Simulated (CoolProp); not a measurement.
Chlorine at 293.15 K and 0.146 MPa is compressed adiabatically to 0.404 MPa with isentropic efficiency 0.8. Each further row changes one setting.

The numbers come from the reference Helmholtz-energy equation of state, Thol 2021 in CoolProp.

```tsv
case	work (kJ/kg)	final temperature (K)	final density (kg/m³)
as stated	48.6	[?]	[?]
efficiency 1	[?]	[?]	9.40
efficiency 0.65	[?]	[?]	8.42
```

Problem. What belongs in the gaps?

Solution. 
- as stated, final temperature (K): 394.4
- as stated, final density (kg/m³): 8.92
- efficiency 1, work (kJ/kg): 38.9
- efficiency 1, final temperature (K): 375.6
- efficiency 0.65, work (kJ/kg): 59.8
- efficiency 0.65, final temperature (K): 416.2
